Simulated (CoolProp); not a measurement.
Saturation properties of fluorine (Tc = 144.4 K, pc = 5.240 MPa, ω = 0.045).

Model: reference Helmholtz-energy equation of state, de Reuck 1990, in CoolProp.

| T (K) | p (MPa) | vapour Z | surface tension (mN/m) |
|---|---|---|---|
| 112.5 | 1.046 | 0.8354 | 6.33 |
| 115.5 | 1.259 | 0.8133 | 5.61 |
| 118.4 | 1.493 | 0.7901 | 4.93 |
| 121.3 | 1.756 | 0.7646 | 4.27 |
| 124.2 | 2.051 | 0.7368 | 3.63 |
| 127.2 | 2.393 | 0.7050 | 2.98 |
| 130.1 | 2.761 | 0.6708 | 2.38 |
| 133 | 3.168 | 0.6323 | 1.81 |
| 135.9 | 3.618 | 0.5881 | 1.27 |
| 138.9 | 4.133 | 0.5328 | 0.745 |

It boils at 85.0 K under 1 atm.

Surface tension comes from a separate correlation (Mulero 2012).
